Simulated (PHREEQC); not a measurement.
Consider water at 15 °C with 7.9e-05 mol PbCl2 and 7e-05 mol NaCl per kg of water. Closed to the air; pH follows from the charge balance.

The numbers come from PHREEQC with the ion-association model, wateq4f.dat.

No solid was allowed to form.

Question: What pH does the model give?

Answer: pH 5.93.

Question: In which forms is Pb present?

Answer: Pb+2 98 %, PbOH+ 1.5 %, PbCl+ 0.6 % of the Pb.

Species that the database lacks are ignored.
